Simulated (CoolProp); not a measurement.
A single-stage vapour-compression cycle with R125: evaporating at 203.15 K (dew point), condensing at 264.15 K (bubble point), superheat 0 K, subcooling 5 K, compressor efficiency 0.8, no pressure losses. Each further row changes one setting.

Computed with CoolProp (reference Helmholtz-energy equation of state, Lemmon 2005).

```json
[
 {"case": "as stated", "cooling COP": "2.04", "pressure ratio": "16.6", "discharge temperature (K)": "289.3", "refrigerating effect (kJ/kg)": "112", "volumetric capacity (kJ/m³)": "244"},
 {"case": "evaporating temperature 208.15 K", "cooling COP": "2.34", "pressure ratio": "12.2", "discharge temperature (K)": "285.8", "refrigerating effect (kJ/kg)": "115", "volumetric capacity (kJ/m³)": "332"},
 {"case": "condensing temperature 259.15 K", "cooling COP": "2.30", "pressure ratio": "14.0", "discharge temperature (K)": "283.5", "refrigerating effect (kJ/kg)": "118", "volumetric capacity (kJ/m³)": "257"},
 {"case": "subcooling 10 K", "cooling COP": "2.15", "pressure ratio": "16.6", "discharge temperature (K)": "289.3", "refrigerating effect (kJ/kg)": "118", "volumetric capacity (kJ/m³)": "257"},
 {"case": "superheat 10 K", "cooling COP": "2.05", "pressure ratio": "16.6", "discharge temperature (K)": "300.4", "refrigerating effect (kJ/kg)": "118", "volumetric capacity (kJ/m³)": "245"},
 {"case": "compressor efficiency 0.7", "cooling COP": "1.78", "pressure ratio": "16.6", "discharge temperature (K)": "298.7", "refrigerating effect (kJ/kg)": "112", "volumetric capacity (kJ/m³)": "244"}
]
```
